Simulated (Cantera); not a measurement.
A closed system holds: 1 mol SiO2, 0.15 mol Al2O3, 23 mol H2, at 18.0 Pa.

These are equilibrium values from Cantera (NASA tables, ideal gas, pure condensed phases), not measurements of a reactor. Candidate condensed phases: Al, Al2O3, Al2SiO5, Al6Si2O13, H2O, Si, SiO2; 28 gas species. Mutual solubility and eutectic melting of coexisting phases are not modelled. The tables hold silica as quartz up to 1696 K and as liquid above; real silica turns to tridymite and cristobalite and melts near 1996 K. Condensed phases not in the tables: alloys, solid solutions and most ternary compounds. Kinetics and transport are ignored.

x: gas mole fraction; n: condensed amount in mol.

| T (K) | x H2 | x H | x SiO | x H2O | x OH | x O | x SiO2 | n Al6Si2O13(mullite) | n SiO2(β-quartz) | n Al2O3(s) |
|---|---|---|---|---|---|---|---|---|---|---|
| 1475 | 0.995 | 0.000964 | 0.00213 | 0.00213 | 5.41e-8 | 4.60e-11 | 5.31e-9 | 0.0500 | 0.851 | 0 |
| 1550 | 0.985 | 0.00233 | 0.00616 | 0.00616 | 4.90e-7 | 9.83e-10 | 5.47e-8 | 0.0500 | 0.757 | 0 |
| 1625 | 0.963 | (withheld) | (withheld) | (withheld) | (withheld) | (withheld) | 4.53e-7 | 0.0500 | (withheld) | 0 |
| 1700 | 0.915 | 0.0105 | 0.0375 | 0.0374 | 2.22e-5 | 2.04e-7 | 3.10e-6 | 0.0500 | 0 | 0 |
| 1775 | 0.897 | 0.0204 | 0.0412 | 0.0412 | 5.84e-5 | 1.04e-6 | 4.47e-6 | 0 | 0 | 0.150 |
| 1850 | 0.881 | (withheld) | 0.0409 | 0.0407 | (withheld) | (withheld) | 5.16e-6 | 0 | 0 | 0.150 |
| 1925 | 0.854 | 0.0658 | 0.0403 | 0.0400 | 0.000267 | 1.53e-5 | 5.90e-6 | 0 | 0 | 0.150 |

Fill in the missing entries.


- 1625, x H: 0.00516
- 1625, x SiO: 0.0160
- 1625, x H2O: 0.0160
- 1625, x OH: 3.61e-6
- 1625, x O: 1.59e-8
- 1625, n SiO2(β-quartz): 0.525
- 1850, x H: 0.0377
- 1850, x OH: 0.000129
- 1850, x O: 4.20e-6
